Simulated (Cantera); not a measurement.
Feed: 1 mol Fe2O3, 0.74 mol C, 2.6 mol N2, 0.46 mol CH4, equilibrated at 10.0 mbar.

Method: chemical equilibrium by Gibbs-energy minimisation in Cantera with the NASA 1993 tables (ideal gas, pure condensed phases). Candidate condensed phases: C, C6H6, C7H8, C8H18, Fe, Fe(CO)5, FeO, Fe(OH)2, Fe(OH)3, Fe2O3, Fe3O4, H2O; 140 gas species. Each liquid is taken as pure. Mutual solubility and eutectic melting of coexisting phases are not modelled. The tables' stoichiometric FeO is somewhat more stable than real wüstite, so its field is too wide. FeO: taken at fixed stoichiometry. The numbers say what is thermodynamically allowed, not how fast it happens.

x: gas mole fraction; n: condensed amount in mol.

```csv
T (K),x N2,x CO,x H2,x Fe,x H2O,x CO2,n Fe(γ),n FeO(s),n Fe(δ),n FeO(l),n Fe(l)
1475,0.551,0.218,0.138,8.74e-6,0.0565,0.0359,0.636,1.36,0,0,0
1575,0.551,0.220,0.134,6.83e-5,0.0603,0.0340,0.645,1.35,0,0,0
1675,0.550,0.222,0.132,0.000415,0.0624,0.0317,0,0,0.643,1.36,0
1775,0.549,0.226,0.133,0.00204,0.0610,0.0278,0,0,0.611,1.38,0
1875,0.546,0.227,0.131,0.00811,0.0604,0.0253,0,0,0,1.39,___
1975,0.534,0.223,0.127,0.0274,0.0594,0.0233,0,0,0,1.40,___
2075,0.502,0.211,0.117,0.0820,0.0556,0.0206,0,0,0,1.40,___
```

Complete the blanks.


- 1875, n Fe(l): 0.571
- 1975, n Fe(l): 0.470
- 2075, n Fe(l): 0.174
